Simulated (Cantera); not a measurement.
A closed system holds: 1 mol FeS, 0.67 mol SO₃, 1.2 mol O₂, at 1625 K and 190000 Pa.

Cantera equilibrium calculation (NASA polynomials, part measured and part estimated; ideal gas, pure solids and liquids). Candidate condensed phases: Fe, FeO, FeS, FeSO₄, FeS₂, Fe₂O₃, Fe₂(SO₄)₃, Fe₃O₄, S; 12 gas species. Mutual solubility and eutectic melting of coexisting phases are not modelled. The tables' stoichiometric FeO is somewhat more stable than real wüstite, so its field is too wide. FeO: taken at fixed stoichiometry. Equilibrium is a limit: real reactors are often held back by kinetics, nucleation or transport.

Base state: SO₂ 0.991, S₂ 0.00439, SO 0.00396, S₂O 0.000971, SO₃ 1.16e-5 (mole fractions); condensed: FeO(s) + Fe₃O₄(s).

Problem. What changes in the equilibrium state with this change: temperature from 1625 K to 848.15 K?

Solution. 
| species | before | after |
|---|---|---|
| SO₂ | 0.991 | 0.996 |
| S₂ | 0.00439 | 0.00330 |
| S₂O | 0.000971 | 0.00102 |
| SO | 0.00396 | 9.78e-7 |
| SO₃ | 1.16e-5 | 4.28e-8 |
| FeO(s), mol | 0.668 | 0 |
| Fe₃O₄(s), mol | 0.111 | 0.318 |
| FeS₂(s), mol | 0 | 0.0446 |
Gases not in the tables: S₃ to S₇.

Problem. What changes in the equilibrium state with this change: pressure from 190000 Pa to 10000 Pa?

Solution. 
```json
[
 {"species": "SO₂", "before": "0.991", "after": "0.996"},
 {"species": "SO", "before": "0.00396", "after": "0.00398"},
 {"species": "S₂", "before": "0.00439", "after": "0.000233"},
 {"species": "S₂O", "before": "0.000971", "after": "5.16e-5"},
 {"species": "SO₃", "before": "1.16e-5", "after": "1.17e-5"},
 {"species": "FeO(s), mol", "before": "0.668", "after": "0.765"},
 {"species": "Fe₃O₄(s), mol", "before": "0.111", "after": "0.0785"}
]
```

Problem. What changes in the equilibrium state with this change: temperature from 1625 K to 1775 K?

Solution. 
```csv
species,before,after
SO₂,0.991,0.997
SO,0.00396,0.00300
S₂,0.00439,6.86e-5
O₂,1.68e-7,1.30e-5
S₂O,0.000971,4.20e-5
"FeO(s), mol",0.668,0
"Fe₃O₄(s), mol",0.111,0.0755
"FeO(l), mol",0,0.773
```
